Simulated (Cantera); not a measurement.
A closed system holds: 1 mol Si2H6, 0.047 mol HCl, 12 mol N2, equilibrated at 17.3 Torr.

Cantera equilibrium calculation (NASA polynomials, part measured and part estimated; ideal gas, pure solids and liquids). Candidate condensed phases: NH4Cl, Si, Si3N4; 28 gas species. The feed counts by its element totals alone. The numbers say what is thermodynamically allowed, not how fast it happens. All values below are at 1623 K.

Base state: N2 0.778, H2 0.219, HCl 0.00339, H 0.000213, SiCl2 1.56e-5 (mole fractions); condensed: Si3N4(s).

### Question
What changes in the equilibrium state with this change: Si2H6 replaced by SiH2Cl2?

### Answer
| species | before | after |
|---|---|---|
| N2 | 0.778 | 0.852 |
| HCl | 0.00339 | 0.0705 |
| H2 | 0.219 | 0.0394 |
| SiCl2 | 1.56e-5 | 0.0352 |
| SiCl4 | <1e-9 | 0.000344 |
| SiCl3 | 2.07e-8 | 0.00228 |
| SiHCl3 | <1e-9 | 2.98e-5 |
| Cl | 2.60e-6 | 0.000127 |
| Si3N4(s), mol | 0.667 | 0.160 |
The tables' values for SiCl3 are old estimates; treat these amounts as uncertain.
